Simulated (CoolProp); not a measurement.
Properties of carbon dioxide along the isotherm -19.75 °C.

Computed with CoolProp (reference Helmholtz-energy equation of state, Span 1996).

```tsv
p (MPa)	phase	Z	cv (kJ/(kg K))	speed of sound (m/s)	isothermal compressibility (1/MPa)	expansivity (1/kK)	fugacity coefficient
0.0583	gas	0.9950	0.6095	249.9	17.24	4.011	0.9951
0.133	gas	0.9886	0.6134	248.9	7.606	4.097	0.9887
0.302	gas	0.9739	0.6225	246.8	3.402	4.305	0.9745
0.687	gas	(withheld)	0.6451	241.7	1.556	4.859	0.9421
1.56	gas	0.8480	0.7130	228.3	0.7771	6.834	0.8685
3.56	liquid	0.07167	0.9352	722.2	(withheld)	4.531	0.4791
8.1	liquid	0.1602	0.9382	764.8	0.003518	(withheld)	0.2305
18.4	liquid	0.3529	0.9449	844.4	0.002610	3.298	0.1240
```

Problem. What belongs in the gaps?

Solution. 
- 0.687, Z: 0.9387
- 3.56, isothermal compressibility (1/MPa): 0.004204
- 8.1, expansivity (1/kK): 4.016
